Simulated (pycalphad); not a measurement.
**Freezing of Ti-Si alloys with rising Si**

Computed with pycalphad from the COST 507 light-alloy database (1999), at 1 atm. The data set is of 1999 and partly superseded. Phase fractions are per mole of atoms.

Scheil-Gulliver runs (no diffusion in the solid, steps of 4 K) beside full equilibrium.

| alloy | liquidus (K) | Scheil, half solid (K) | Scheil, 80 % solid (K) | Scheil, invariant end (K) | liquid left at that end | equilibrium solidus (K) |
|---|---|---|---|---|---|---|
| Ti-3.6Si (at.%) | 1878 | 1821 | at the invariant end | 1613 | 0.21 | 1652 |
| Ti-14.4Si (at.%) | 1674 | at the invariant end | at the invariant end | 1613 | 0.94 | 1613 |
| Ti-21.6Si (at.%) | 2005 | at the invariant end | at the invariant end | 1613 | 0.63 | 1613 |
| Ti-43.2Si (at.%) | 2345 | 2239 | 2080 | 1747 | 0.09 | 2193 |
| Ti-57.6Si (at.%) | [?] | [?] | [?] | 1747 | [?] | [?] |

Task: Fill in the missing entries.

Result: 
- Ti-57.6Si (at.%), liquidus (K): 1964
- Ti-57.6Si (at.%), Scheil, half solid (K): at the invariant end
- Ti-57.6Si (at.%), Scheil, 80 % solid (K): at the invariant end
- Ti-57.6Si (at.%), liquid left at that end: 0.63
- Ti-57.6Si (at.%), equilibrium solidus (K): 1747
